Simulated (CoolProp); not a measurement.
Vapour pressure (MPa) of CHF3 (R23): the reference equation beside estimates from Tc = 299.3 K, pc = 4.832 MPa, ω = 0.263. Clausius-Clapeyron is anchored at 174.4 K with a constant enthalpy of vaporisation of 17.68 kJ/mol.

The numbers come from the reference Helmholtz-energy equation of state, Penoncello 2003 in CoolProp.

```json
[
 {"T (K)": "163.9", "reference": "0.01540", "Lee-Kesler": "0.01447", "Clausius-Clapeyron": "0.01582", "van der Waals": "0.2426", "Redlich-Kwong": "0.03539", "Soave-Redlich-Kwong": "0.01474", "Peng-Robinson": "0.01543"},
 {"T (K)": "169.2", "reference": "0.02350", "Lee-Kesler": "0.02230", "Clausius-Clapeyron": "0.02375", "van der Waals": "0.2951", "Redlich-Kwong": "0.05146", "Soave-Redlich-Kwong": "0.02263", "Peng-Robinson": "0.02349"},
 {"T (K)": "174.4", "reference": "0.03455", "Lee-Kesler": "0.03309", "Clausius-Clapeyron": "0.03455", "van der Waals": "0.3538", "Redlich-Kwong": "0.07228", "Soave-Redlich-Kwong": "0.03348", "Peng-Robinson": "0.03447"},
 {"T (K)": "179.7", "reference": "0.04982", "Lee-Kesler": "0.04815", "Clausius-Clapeyron": "0.04949", "van der Waals": "0.4214", "Redlich-Kwong": "0.09966", "Soave-Redlich-Kwong": "0.04856", "Peng-Robinson": "0.04965"},
 {"T (K)": "185", "reference": "0.07012", "Lee-Kesler": "0.06831", "Clausius-Clapeyron": "0.06946", "van der Waals": "0.4973", "Redlich-Kwong": "0.1343", "Soave-Redlich-Kwong": "0.06871", "Peng-Robinson": "0.06983"},
 {"T (K)": "190.2", "reference": "0.09598", "Lee-Kesler": "0.09417", "Clausius-Clapeyron": "0.09511", "van der Waals": "0.5803", "Redlich-Kwong": "0.1765", "Soave-Redlich-Kwong": "0.09451", "Peng-Robinson": "0.09554"},
 {"T (K)": "195.5", "reference": "0.1296", "Lee-Kesler": "0.1280", "Clausius-Clapeyron": "0.1288", "van der Waals": "0.6740", "Redlich-Kwong": "0.2290", "Soave-Redlich-Kwong": "0.1282", "Peng-Robinson": "0.1290"},
 {"T (K)": "200.7", "reference": "0.1710", "Lee-Kesler": "0.1697", "Clausius-Clapeyron": "0.1707", "van der Waals": "0.7752", "Redlich-Kwong": "0.2909", "Soave-Redlich-Kwong": "0.1698", "Peng-Robinson": "0.1702"}
]
```

Absolute difference from the reference over all 8 rows, mean and median: Lee-Kesler 3.1 and 3.0 %, Clausius-Clapeyron 0.9 and 0.8 %, van der Waals 773.5 and 677.5 %, Redlich-Kwong 97.5 and 95.8 %, Soave-Redlich-Kwong 2.4 and 2.3 %, Peng-Robinson 0.3 and 0.4 %.
